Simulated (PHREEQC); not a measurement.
HF is added in steps, without added water, to 1 kg of water holding 84 mmol/kgw NH4Cl, 1.7 mmol/kgw Na2SO4 and 23 mmol/kgw NaCl, at 25 °C. O2 is buffered at 0.21 atm. The system is closed to CO2. Precipitation was switched off in this run.

Base run: PHREEQC, ion-association model, phreeqc.dat. Each further column changes one thing. The table gives HF (mol/kgw).

| HF added (mol) | base | diluted 10-fold with water | 0.0018 mol/kgw HCl added | NH4Cl from 0.084 to 0.0168 mol/kgw | solids may form |
|---|---|---|---|---|---|
| 0 | 0 | 0 | 0 | 0 | 0 |
| 0.00042 | 9.22e-5 | 0.000113 | 0.000263 | 9.93e-5 | 9.22e-5 |
| 0.00084 | 0.000274 | 0.000321 | 0.000539 | 0.000291 | 0.000274 |
| 0.00126 | 0.000497 | 0.000569 | 0.000826 | 0.000522 | 0.000497 |
| 0.00154 | 0.000660 | 0.000747 | 0.00102 | 0.000691 | 0.000660 |
| 0.00196 | 0.000919 | 0.00103 | 0.00132 | 0.000958 | 0.000919 |
| 0.00238 | 0.00119 | 0.00132 | 0.00163 | 0.00124 | 0.00119 |
| 0.0028 | 0.00148 | 0.00162 | 0.00194 | 0.00153 | 0.00148 |

 Solids allowed in the column 'solids may form': Halite.
